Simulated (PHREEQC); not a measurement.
A PHREEQC input (ion-association model, wateq4f.dat):

```
SOLUTION 1
  temp 25
  units mg/kgw
  pH 6.78
  pe 9.6
  Na 413
  K 20.7 charge
  Ca 136
  Mg 115
  Cl 373
  S(6) 241 as SO4
  Alkalinity 1170 as HCO3
  Li 1.78
  F 1.72
  B 1.43
END
USE solution 1
EQUILIBRIUM_PHASES 1
  Gypsum 0 0
  CO2(g) -2 10
END
```

The run finishes without an error or a warning.

Its last state differs from that of the intended input:

```json
[
 {"quantity": "ionic strength (mol/kgw)", "as run": "0.0405", "intended": "0.0406"},
 {"quantity": "KSO4- (mol/kgw)", "as run": "2.03e-6", "intended": "3.20e-6"}
]
```

Task: One thing in the input isn't as intended. What explains the difference?

Result: This is not unique; one that fits is The fault: charge balance asked on the minor ion K. The line should read `K 20.7` where the input has `K 20.7 charge`.
